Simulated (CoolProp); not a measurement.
Water along the isotherm 432.3 K: fugacity coefficient from the reference equation and from simpler models built on Tc = 647.1 K, pc = 220.6 bar, ω = 0.344; each cubic takes its own stable root.

The numbers come from the reference Helmholtz-energy equation of state, Wagner 2002 in CoolProp.

| p (bar) | phase | reference | Soave-Redlich-Kwong | Peng-Robinson |
|---|---|---|---|---|
| 125 | liquid | 0.04927 | 0.05040 | 0.05008 |
| 250 | liquid | [?] | 0.02767 | 0.02720 |
| 375 | liquid | 0.01881 | [?] | 0.01969 |
| 500 | liquid | 0.01509 | 0.01665 | 0.01603 |
| 625 | liquid | 0.01291 | 0.01460 | 0.01391 |
| 750 | liquid | 0.01149 | 0.01333 | 0.01257 |
| 875 | liquid | [?] | 0.01251 | 0.01168 |
| 1000 | liquid | 0.009833 | 0.01199 | 0.01108 |

### Question
Complete the blanks.

### Answer

- 250, reference: 0.02637
- 375, Soave-Redlich-Kwong: 0.02024
- 875, reference: 0.01052
